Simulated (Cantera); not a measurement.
A Cantera script and its output.

```python
import numpy as np
import cantera as ct

gas = ct.Solution("h2o2.yaml")
gas.TPX = 1325, 240, {'H2': 0.012, 'O2': 1}
reactor = ct.IdealGasConstPressureReactor(gas, energy="off", clone=False)
net = ct.ReactorNet([reactor])
net.rtol, net.atol = 1e-08, 1e-18
show = ['H2', 'O2', 'H', 'HO2', 'H2O2', 'OH']
times = np.geomspace(2e-06, 6, 14)

steps = ct.SolutionArray(gas, extra=["t"])
rows = []
print(f"{'t/s':>10s}{'T/K':>9s}{'P/Pa':>11s}" + "".join(f"{s:>11s}" for s in show))
for t in times:
    while net.time < t:
        t_next = net.step()
        steps.append(gas.state, t=t_next)
    rows.append([np.interp(t, steps.t, y) for y in (steps.T, steps.P, *steps(*show).X.T)])
    print(f"{t:10.3e}{rows[-1][0]:9.1f}{rows[-1][1]:11.4g}" + "".join(f"{x:11.3e}" for x in rows[-1][2:]))
rate = np.gradient(steps.T, steps.t)
print("integrator steps:", len(steps.t))
if steps.T.max() > steps.T[0] + 200:
    print(f"time of steepest temperature rise: {steps.t[rate.argmax()]:.4e} s")
gas.TPX = 1325, 240, {'H2': 0.012, 'O2': 1}
gas.equilibrate("TP")
print(f"equilibrium (TP): T = {gas.T:.1f} K  " + "  ".join(f"{s} {gas[s].X[0]:.3e}" for s in show))
```

It prints:

```
       t/s      T/K       P/Pa         H2         O2          H        HO2       H2O2         OH
 2.000e-06   1325.0        240  1.186e-02  9.881e-01  3.267e-11  3.290e-11  1.553e-17  2.341e-13
 6.299e-06   1325.0        240  1.186e-02  9.881e-01  1.013e-10  1.036e-10  1.538e-16  2.294e-12
 1.984e-05   1325.0        240  1.186e-02  9.881e-01  3.044e-10  3.264e-10  1.527e-15  2.201e-11
 6.248e-05   1325.0        240  1.186e-02  9.881e-01  8.340e-10  1.028e-09  1.503e-14  1.960e-10
 1.968e-04   1325.0        240  1.186e-02  9.881e-01  1.823e-09  3.237e-09  1.487e-13  1.469e-09
 6.198e-04   1325.0        240  1.186e-02  9.881e-01  3.148e-09  1.019e-08  1.460e-12  8.123e-09
 1.952e-03   1325.0        240  1.186e-02  9.881e-01  8.102e-09  3.208e-08  1.405e-11  4.291e-08
 6.148e-03   1325.0        240  1.186e-02  9.881e-01  9.451e-08  1.009e-07  1.271e-10  6.429e-07
 1.936e-02   1325.0        240  1.020e-02  9.866e-01  1.268e-04  1.755e-07  1.589e-09  7.826e-04
 6.098e-02   1325.0        240  5.694e-05  9.769e-01  4.685e-04  1.168e-07  2.995e-09  1.322e-03
 1.921e-01   1325.0        240  5.567e-05  9.771e-01  4.568e-04  1.158e-07  2.978e-09  1.310e-03
 6.049e-01   1325.0        240  5.309e-05  9.776e-01  4.240e-04  1.133e-07  2.949e-09  1.280e-03
 1.905e+00   1325.0        240  4.598e-05  9.790e-01  3.389e-04  1.057e-07  2.856e-09  1.192e-03
 6.000e+00   1325.0        240  3.075e-05  9.820e-01  1.820e-04  8.646e-08  2.569e-09  9.762e-04
integrator steps: 692
equilibrium (TP): T = 1325.0 K  H2 3.304e-08  O2 9.881e-01  H 6.108e-09  HO2 1.153e-08  H2O2 3.839e-11  OH 3.213e-05
```

Detailed kinetics in Cantera: the H2/O2 subset of GRI-Mech 3.0, which has no nitrogen chemistry. Radical loss at walls, strong at low pressure, is not modelled.
